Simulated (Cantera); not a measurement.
Mixture: C₂H₄ : O₂ : N₂ : CO₂ = 1 : 1.88 : 7.05 : 0.25 (molar parts), at 5.00 bar, adiabatic and at constant pressure. Ignition delay is the time to a rise of 400 K.

Computed with Cantera and GRI-Mech 3.0 (53 species, 325 reactions). GRI-Mech 3.0 was tuned for natural gas; its chemistry of ethylene as a main component is partial and can be far from experiment.

### Question
What does this change do: 0.17 parts H2O added?

### Answer
| quantity | before | after |
|---|---|---|
| delay at 1125 K | 6.59 ms | 4.57 ms |
| delay at 1225 K | 0.438 ms | 0.401 ms |
| delay at 1325 K | 50.2 µs | 49.9 µs |
| delay at 1425 K | 13.5 µs | 13.3 µs |
| delay at 1525 K | 6.72 µs | 6.62 µs |
| delay at 1625 K | 4.23 µs | 4.17 µs |
| apparent activation energy between 1425 and 1625 K | 110 kJ/mol | 110 kJ/mol |
